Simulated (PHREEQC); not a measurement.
Consider water at 35 °C with 0.27 mol Na2SO4 and 0.45 mol K2SO4 per kg of water. Closed to the air; pH follows from the charge balance.

Computed with PHREEQC (Pitzer model, pitzer.dat).

```
Quantity                    Value
-------------------  ------------
ionic strength       2.16 mol/kgw
activity of water           0.975
density               1.082 g/cm³
osmotic coefficient         0.660
```

```csv
species,molality,activity,log γ
K+,0.900,0.384,-0.370
SO4-2,0.720,0.0436,-1.217
Na+,0.540,0.238,-0.355
OH-,6.80e-7,4.28e-7,-0.201
HSO4-,5.66e-7,2.62e-7,-0.334
H+,1.14e-7,4.76e-8,-0.379
```

No solid was allowed to form.
